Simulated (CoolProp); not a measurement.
A simple Rankine cycle with R365MFC: condensing at 319.15 K, boiler at 2.15 MPa, turbine inlet 441.1 K, turbine efficiency 0.75, pump efficiency 0.8, no recuperator. Each further row changes one setting.

Values from CoolProp's reference Helmholtz-energy equation of state, Lemmon 2016.

| case | thermal efficiency (%) | net work (kJ/kg) | heat in (kJ/kg) | turbine exit temperature (K) | volume ratio over the turbine |
|---|---|---|---|---|---|
| as stated | 13.5 | 39.2 | 290 | ___ | 23.0 |
| turbine inlet 461.1 K | 13.4 | 43.2 | 323 | ___ | 20.7 |
| condensing temperature 311.15 K | 14.4 | 43.5 | 302 | ___ | 30.4 |
| boiler pressure 1.5 MPa | 12.3 | ___ | 306 | 393.7 | 13.6 |
| turbine efficiency 0.65 | 11.6 | ___ | 290 | 383.7 | 23.3 |

### Question
Fill in the missing entries.

### Answer

- as stated, turbine exit temperature (K): 378.9
- turbine inlet 461.1 K, turbine exit temperature (K): 403.8
- condensing temperature 311.15 K, turbine exit temperature (K): 374.7
- boiler pressure 1.5 MPa, net work (kJ/kg): 37.5
- turbine efficiency 0.65, net work (kJ/kg): 33.7
